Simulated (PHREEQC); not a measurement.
Solution (59 °C): 18 mmol/kgw H2SeO4, 110 mmol/kgw H3PO4 and 3.4 mmol/kgw NaCl. Closed to the air; pH follows from the charge balance.

The numbers come from PHREEQC with the ion-association model, wateq4f.dat.

```tsv
quantity	before	after
pH	1.47	1.69
ionic strength (mol/kgw)	0.0498	0.0269
H3PO4 (mol/kgw)	0.0939	0.0865
H2PO4- (mol/kgw)	0.0161	0.0235
HPO4-2 (mol/kgw)	6.45e-8	1.38e-7
```

**Question.** Name the change that produced these shifts.
A) H3PO4 from 0.11 to 0.22 mol/kgw
B) H2SeO4 left out
C) NaCl from 0.0034 to 0.00068 mol/kgw
D) NaCl replaced by KCl at the same molality
E) H2SeO4 from 0.018 to 0.0198 mol/kgw

**Answer.** B, H2SeO4 left out

No solid was allowed to form. H3PO4, which wateq4f.dat lacks, is added to it with the constant of phreeqc.dat. Constants without temperature data keep their 25 °C values here.
